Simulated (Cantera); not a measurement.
What does this Cantera script print?

```python
import numpy as np
import cantera as ct

gas = ct.Solution("gri30.yaml")
gas.TPX = 1250, 130, {'H2': 0.077, 'O2': 1}
reactor = ct.IdealGasConstPressureReactor(gas, energy="off", clone=False)
net = ct.ReactorNet([reactor])
net.rtol, net.atol = 1e-08, 1e-18
show = ['H2', 'O2', 'HO2', 'H', 'OH']
times = np.geomspace(7e-06, 20, 13)

steps = ct.SolutionArray(gas, extra=["t"])
rows = []
print(f"{'t/s':>10s}{'T/K':>9s}{'P/Pa':>11s}" + "".join(f"{s:>11s}" for s in show))
for t in times:
    while net.time < t:
        t_next = net.step()
        steps.append(gas.state, t=t_next)
    rows.append([np.interp(t, steps.t, y) for y in (steps.T, steps.P, *steps(*show).X.T)])
    print(f"{t:10.3e}{rows[-1][0]:9.1f}{rows[-1][1]:11.4g}" + "".join(f"{x:11.3e}" for x in rows[-1][2:]))
rate = np.gradient(steps.T, steps.t)
print("integrator steps:", len(steps.t))
if steps.T.max() > steps.T[0] + 200:
    print(f"time of steepest temperature rise: {steps.t[rate.argmax()]:.4e} s")
gas.TPX = 1250, 130, {'H2': 0.077, 'O2': 1}
gas.equilibrate("TP")
print(f"equilibrium (TP): T = {gas.T:.1f} K  " + "  ".join(f"{s} {gas[s].X[0]:.3e}" for s in show))
```

Result:

```
       t/s      T/K       P/Pa         H2         O2        HO2          H         OH
 7.000e-06   1250.0        130  7.149e-02  9.285e-01  1.031e-10  1.022e-10  9.755e-13
 2.416e-05   1250.0        130  7.149e-02  9.285e-01  3.560e-10  3.448e-10  1.126e-11
 8.338e-05   1250.0        130  7.149e-02  9.285e-01  1.229e-09  1.110e-09  1.234e-10
 2.878e-04   1250.0        130  7.149e-02  9.285e-01  4.240e-09  3.245e-09  1.161e-09
 9.933e-04   1250.0        130  7.149e-02  9.285e-01  1.463e-08  1.082e-08  9.085e-09
 3.428e-03   1250.0        130  7.149e-02  9.285e-01  5.048e-08  1.502e-07  1.683e-07
 1.183e-02   1250.0        130  6.925e-02  9.269e-01  2.305e-07  6.056e-04  6.736e-04
 4.084e-02   1250.0        130  1.599e-03  8.729e-01  3.823e-07  1.373e-02  5.394e-03
 1.409e-01   1250.0        130  1.555e-03  8.744e-01  3.812e-07  1.316e-02  5.326e-03
 4.865e-01   1250.0        130  1.432e-03  8.794e-01  3.775e-07  1.141e-02  5.126e-03
 1.679e+00   1250.0        130  1.076e-03  8.924e-01  3.591e-07  7.083e-03  4.475e-03
 5.795e+00   1250.0        130  4.425e-04  9.127e-01  2.770e-07  1.753e-03  2.901e-03
 2.000e+01   1250.0        130  7.172e-05  9.235e-01  1.152e-07  1.111e-04  1.175e-03
integrator steps: 905
equilibrium (TP): T = 1250.0 K  H2 7.419e-08  O2 9.258e-01  HO2 1.138e-08  H 3.676e-09  OH 3.788e-05
```

Computed with Cantera and GRI-Mech 3.0 (53 species, 325 reactions). Radical loss at walls, strong at low pressure, is not modelled. The temperature is held fixed by assumption; the heat of reaction is taken as removed at once.
